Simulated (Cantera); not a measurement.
# Carbon deposition, reforming and gasification: C + H2 + N2

A closed system holds: 1 mol C, 0.34 mol H2, 6.3 mol N2, held at 1330 Pa.

Method: chemical equilibrium by Gibbs-energy minimisation in Cantera with the NASA 1993 tables (ideal gas, pure condensed phases). Candidate condensed phases: C, C6H6, C7H8, C8H18; 110 gas species. Ions and electrons are included (thermal ionisation). Kinetics and transport are ignored.

```tsv
T (K)	x N2	x N	x C	x H	x CN	x H2	x C3	x HCN	n C(graphite)
2000	0.946	7.60e-9	2.28e-9	0.00308	4.76e-6	0.0479	2.08e-9	0.00314	0.977
2250	0.939	1.88e-7	2.73e-7	0.0129	8.58e-5	0.0405	4.87e-7	0.00689	0.947
2500	0.925	2.43e-6	1.25e-5	0.0352	0.000858	0.0262	3.73e-5	0.0110	0.905
2750	0.905	1.98e-5	0.000283	0.0619	0.00560	0.0109	0.00127	0.0124	0.822
3000	0.852	0.000111	0.00380	0.0749	0.0260	0.00300	0.0234	0.0101	0.111
3250	0.827	0.000486	0.0145	0.0851	0.0409	0.000936	0.0207	0.00351	0
3500	0.806	0.00172	0.0370	0.0877	0.0491	0.000294	0.0100	0.00106	0
3750	0.789	0.00517	0.0654	0.0872	0.0452	0.000101	0.00256	0.000288	0
4000	0.777	0.0135	0.0865	0.0862	0.0339	3.90e-5	0.000402	7.33e-5	0
4250	0.760	0.0316	0.0990	0.0849	0.0234	1.67e-5	5.60e-5	1.94e-5	0
4500	0.729	0.0665	0.105	0.0831	0.0158	7.69e-6	8.16e-6	5.52e-6	0
4750	0.675	0.127	0.107	0.0802	0.0105	3.74e-6	1.29e-6	1.66e-6	0
5000	0.591	0.221	0.105	0.0761	0.00676	1.87e-6	2.21e-7	5.17e-7	0
```
x: gas mole fraction; n: condensed amount in mol.

From 2000 K to 3000 K the condensed part is C(graphite). From 3250 K to 5000 K nothing is condensed. The main C-bearing gas is HCN at 2000 K and C at 5000 K.
